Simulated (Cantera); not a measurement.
What does this Cantera script print?

```python
import numpy as np
import cantera as ct

surf = ct.Interface("diamond.yaml", "diamond_100")
gas, bulk = surf.adjacent["gas"], surf.adjacent["diamond"]
k = surf.kinetics_species_index(bulk.species_names[0])
cover = ["c6HH", "c6H*", "c6*H", "c6**", "c6HM", "c6B"]

rows, drift = [], 0.0
print(f"{'P':>10s}{'um/h':>11s}" + "".join(f"{s:>11s}" for s in cover))
for v in [360, 640, 1100, 2000, 3500, 6200, 11000, 19000]:
    T, P, xH, xCH3 = 1173, v, 0.0031, 8.2e-05
    gas.TPX = T, P, {"H": xH, "CH3": xCH3, "CH4": 0.0049, "H2": 1 - xH - xCH3 - 0.0049}
    surf.TP = bulk.TP = T, P
    surf.coverages = "c6H*:0.1, c6HH:0.9"
    surf.advance_coverages(100.0)
    before = surf.coverages
    surf.advance_coverages(100.0)
    drift = max(drift, np.max(np.abs(surf.coverages - before) / (surf.coverages + 1e-9)))
    rate = surf.net_production_rates[k] * bulk.mean_molecular_weight / bulk.density * 3.6e9
    rows.append([rate, *surf[cover].coverages])
    print(f"{v:10.4g}{rate:11.4e}" + "".join(f"{x:11.3e}" for x in rows[-1][1:]))
```

Result:

```
         P       um/h       c6HH       c6H*       c6*H       c6**       c6HM        c6B
       360 2.3951e-02  4.628e-01  3.526e-02  4.765e-01  2.489e-02  1.958e-04  6.499e-11
       640 5.2487e-02  4.627e-01  3.526e-02  4.764e-01  2.488e-02  3.419e-04  1.424e-10
      1100 1.1621e-01  4.625e-01  3.524e-02  4.762e-01  2.487e-02  5.691e-04  3.153e-10
      2000 2.9467e-01  4.622e-01  3.523e-02  4.758e-01  2.486e-02  9.725e-04  7.996e-10
      3500 7.2239e-01  4.618e-01  3.520e-02  4.754e-01  2.483e-02  1.545e-03  1.960e-09
      6200 1.7920e+00  4.613e-01  3.517e-02  4.747e-01  2.480e-02  2.347e-03  4.863e-09
   1.1e+04 4.2841e+00  4.606e-01  3.515e-02  4.739e-01  2.477e-02  3.323e-03  1.163e-08
   1.9e+04 9.2974e+00  4.599e-01  3.514e-02  4.730e-01  2.474e-02  4.292e-03  2.523e-08
```

Detailed kinetics in Cantera: the Harris–Goodwin 1993 mechanism for the reconstructed diamond (100) surface.
